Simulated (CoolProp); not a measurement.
Vapour-liquid equilibrium of toluene (1) + n-nonane (2) at 0.055 MPa; x and y are mole fractions of (1).

Values from CoolProp's multi-fluid Helmholtz-energy mixture model, Lemmon 2006 and Lemmon 2006; pair parameters Bell 2016.

| x | bubble temperature (°C) | y at the bubble point | dew temperature at overall composition x (°C) | liquid density (mol/L) |
|---|---|---|---|---|
| 0.05 | 124.8 | 0.163 | 127.8 | 5.034 |
| 0.125 | 119.1 | 0.350 | 125.8 | 5.240 |
| 0.2 | 114.3 | 0.487 | 123.7 | 5.452 |
| 0.275 | 110.3 | 0.588 | 121.5 | 5.672 |
| 0.35 | 106.9 | 0.666 | 119.1 | 5.902 |
| 0.425 | 104.1 | 0.727 | 116.6 | 6.144 |
| 0.5 | 101.6 | 0.776 | 113.8 | 6.401 |
| 0.575 | 99.5 | 0.818 | 110.9 | 6.674 |
| 0.65 | 97.6 | 0.855 | 107.6 | 6.966 |
| 0.725 | 95.8 | 0.887 | 104.1 | 7.280 |
| 0.8 | 94.3 | 0.918 | 100.4 | 7.620 |
| 0.875 | 92.8 | 0.949 | 96.5 | 7.988 |
| 0.95 | 91.3 | 0.979 | 92.7 | 8.390 |

No azeotrope shows between x = 0.05 and 0.95.

Pair parameters are fitted to limited data, so mixtures are less certain than the pure fluids.
